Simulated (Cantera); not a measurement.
A perfectly stirred reactor is fed with N₂O : N₂ = 1 : 0.7 (molar parts), at 12.8 Torr; it is held at 1175 K, and followed from long to short residence time.

Detailed kinetics in Cantera: GRI-Mech 3.0 (53 species, 325 reactions). GRI-Mech 3.0 was tuned for natural gas; its chemistry of N2O as a main component is partial and can be far from experiment. Radical loss at walls, strong at low pressure, is not modelled. The mechanism lacks the step 2 NO + O2 → 2 NO2, which can matter for NO2 below about 1400 K. The temperature is held fixed by assumption; the heat of reaction is taken as removed at once.

What does this change do: temperature 1175 to 1600 K?


```tsv
quantity	before	after
x(N₂O) at τ = 1.10 s	0.583	0.113
x(NO₂) at τ = 1.10 s	3.98e-8	1.98e-5
x(NO) at τ = 1.10 s	0.000393	0.109
x(N₂) at τ = 1.10 s	0.415	0.649
x(O₂) at τ = 1.10 s	0.00187	0.129
x(N₂O) at τ = 22.0 ms	0.588	0.542
x(NO₂) at τ = 22.0 ms	3.00e-11	7.31e-7
x(NO) at τ = 22.0 ms	7.72e-6	0.0106
x(N₂) at τ = 22.0 ms	0.412	0.435
x(O₂) at τ = 22.0 ms	3.68e-5	0.0123
```

What does this change do: pressure from 12.8 Torr to 760 Torr?


```csv
quantity,before,after
x(N₂O) at τ = 1.10 s,0.583,0.400
x(NO₂) at τ = 1.10 s,3.98e-8,0.000145
x(NO) at τ = 1.10 s,0.000393,0.0124
x(N₂) at τ = 1.10 s,0.415,0.521
x(O₂) at τ = 1.10 s,0.00187,0.0665
x(N₂O) at τ = 22.0 ms,0.588,0.582
x(NO₂) at τ = 22.0 ms,3.00e-11,2.76e-6
x(NO) at τ = 22.0 ms,7.72e-6,0.000436
x(N₂) at τ = 22.0 ms,0.412,0.415
x(O₂) at τ = 22.0 ms,3.68e-5,0.00209
```
